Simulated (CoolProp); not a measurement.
The fluid at 564.28 K and 0.267 MPa is throttled through a valve to 0.0293 MPa with no heat exchange. The same conditions are run with several fluids, on thermodynamics alone (safety and materials aside).

The numbers come from the reference Helmholtz-energy equation of state of each fluid (propylene: Lemmon 2013; ethylbenzene: Zhou 2012; octamethylcyclotetrasiloxane (D4): Thol 2015; toluene: Lemmon 2006; n-heptane: Span 2003) in CoolProp.

```
fluid                              temperature change (K)  final density (kg/m³)
---------------------------------  ----------------------  ---------------------
propylene                                            -0.7                  0.263
ethylbenzene                                         -2.3                      …
octamethylcyclotetrasiloxane (D4)                       …                   1.88
toluene                                              -2.1                  0.579
n-heptane                                               …                      …
```

Q: Fill in the missing entries.

A: 
- ethylbenzene, final density (kg/m³): 0.668
- octamethylcyclotetrasiloxane (D4), temperature change (K): -2.4
- n-heptane, temperature change (K): -1.6
- n-heptane, final density (kg/m³): 0.630
